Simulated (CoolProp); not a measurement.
Vapour-liquid equilibrium of hydrogen sulfide (1) + isobutane (2) at 324.8 K; x and y are mole fractions of (1).

Values from CoolProp's multi-fluid Helmholtz-energy mixture model, Lemmon 2006 and Bücker 2006; pair parameters Kunz 2012.

Task: Give the bubble pressure and the first vapour's composition at x = 0.2, 0.65, 0.95. Is there an azeotrope?

Result: x = 0.2: 1444 kPa, y = 0.538; x = 0.65: 2783 kPa, y = 0.840; x = 0.95: 3547 kPa, y = 0.974. No azeotrope shows between x = 0.05 and 0.95.

The pair parameters rest on a limited set of measurements; away from them the model extrapolates.
